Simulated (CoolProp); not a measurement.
Saturation properties of dodecamethylcyclohexasiloxane (D6) (Tc = 645.8 K, pc = 961.4 kPa, ω = 0.736).

Computed with CoolProp (reference Helmholtz-energy equation of state, Colonna 2008). It is a short technical equation, of lower accuracy than the large ones.

```
T (K)  p (kPa)  enthalpy of vaporisation (kJ/kg)  liquid cp (kJ/(kg K))  vapour Z  surface tension (mN/m)
-----  -------  --------------------------------  ---------------------  --------  ----------------------
506.2    77.17                             102.6                  2.001    0.9221                    4.44
514.5    93.45                             100.1                  2.019    0.9095                    4.03
522.7    112.1                             97.63                  2.038    0.8957                    3.63
531      133.8                             94.97                  2.058    0.8802                    3.25
539.3    158.7                             92.20                  2.079    0.8631                    2.89
547.5    186.8                             89.33                  2.101    0.8446                    2.54
555.8    219.0                             86.26                  2.124    0.8240                    2.21
564.1    255.6                             83.00                  2.149    0.8014                    1.89
572.4    296.8                             79.51                  2.177    0.7766                    1.59
580.6    342.6                             75.80                  2.208    0.7498                    1.32
```

It boils at 518.1 K under 1 atm.

Surface tension comes from a separate correlation (Mulero 2014).
